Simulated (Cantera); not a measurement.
A Cantera script and what it prints.

```python
import numpy as np
import cantera as ct

gas_names = """
    H H2 N NH NH2 NH3 N2 N2H2 N2H4 Si SiH SiH2 SiH3 SiH4 SiN Si2 Si2N Si3
""".split()
cond_names = """
    Si(cr) Si(L) Si3N4(a)
""".split()


# ... load() reads the species with a 1 bar reference pressure and builds the phases ...
atoms = {
    'trisilylamine': {'Si': 3, 'N': 1, 'H': 9},
    'N2': {'N': 2},
}
top_T = {'Si3N4(a)': 2400}  # K; cautious upper limits of use, not melting points


# ... equilibrate(T, P, feed) seeds the gas with the atoms and calls Mixture.equilibrate('TP', solver="vcs", rtol=1e-11, max_steps=5000) ...
results = []
feed = {'trisilylamine': 1, 'N2': 37}  # mol
T = 1923.15  # K
P = 19000  # Pa
mix = equilibrate(T, P, feed)
results.append((T, P, feed, dict(zip(mix.species_names, mix.species_moles))))
print(gas.report(threshold=0.0001))
for i in range(1, mix.n_phases):
    print(f"{mix.phase(i).name:16s} {mix.phase_moles(i):12.5e} mol")
```

Output:

```
       temperature   1923.2 K
          pressure   19000 Pa
           density   0.029802 kg/m^3
  mean mol. weight   25.081 kg/kmol
   phase of matter   gas

                          1 kg             1 kmol
                     ---------------   ---------------
          enthalpy        2.1198e+06        5.3167e+07  J
   internal energy        1.4823e+06        3.7177e+07  J
           entropy             10375        2.6023e+05  J/K
    Gibbs function       -1.7834e+07       -4.4729e+08  J
 heat capacity c_p            1420.7             35634  J/K
 heat capacity c_v            1089.2             27319  J/K

                      mass frac. Y      mole frac. X     chem. pot. / RT
                     ---------------   ---------------   ---------------
                 H        2.9111e-05        0.00072433           -11.603
                H2          0.009009           0.11208           -23.206
                N2           0.99088           0.88713            -28.59
     [  +15 minor]         8.037e-05        6.2497e-05

Si(L)             0.00000e+00 mol
Si3N4(a)          9.99113e-01 mol
```

These are equilibrium values from Cantera (NASA tables, ideal gas, pure condensed phases), not measurements of a reactor. The feed counts by its element totals alone.
